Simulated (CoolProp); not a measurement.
Vapour-liquid equilibrium of o-xylene (1) + n-decane (2) at 186.65 °C; x and y are mole fractions of (1).

Model: multi-fluid Helmholtz-energy mixture model, Zhou 2012 and Lemmon 2006; pair parameters Bell 2016, in CoolProp.

| x | bubble pressure, mixture model (MPa) | bubble pressure, Raoult's law (MPa) | y, mixture model | y, Raoult's law |
|---|---|---|---|---|
| 0.05 | (withheld) | 0.1448 | 0.089 | 0.095 |
| 0.15 | 0.1574 | 0.1586 | 0.247 | 0.261 |
| 0.25 | (withheld) | 0.1723 | 0.384 | 0.400 |
| 0.35 | 0.1844 | 0.1861 | (withheld) | 0.518 |
| 0.45 | 0.1982 | 0.1999 | 0.605 | 0.621 |
| 0.55 | 0.2120 | 0.2137 | 0.696 | 0.710 |
| 0.65 | (withheld) | 0.2274 | (withheld) | 0.788 |
| 0.75 | (withheld) | 0.2412 | 0.849 | 0.857 |
| 0.85 | 0.2542 | 0.2550 | 0.914 | 0.919 |
| 0.95 | (withheld) | 0.2688 | (withheld) | 0.974 |

Problem. What belongs in the gaps?

Solution. 
- 0.05, bubble pressure, mixture model (MPa): 0.1443
- 0.25, bubble pressure, mixture model (MPa): 0.1708
- 0.35, y, mixture model: 0.502
- 0.65, bubble pressure, mixture model (MPa): 0.2260
- 0.65, y, mixture model: 0.777
- 0.75, bubble pressure, mixture model (MPa): 0.2401
- 0.95, bubble pressure, mixture model (MPa): 0.2685
- 0.95, y, mixture model: 0.973

The largest gap from Raoult's law is -0.9 % in bubble pressure, at x = 0.35. No azeotrope shows between x = 0.05 and 0.95.

The pair parameters rest on a limited set of measurements; away from them the model extrapolates.
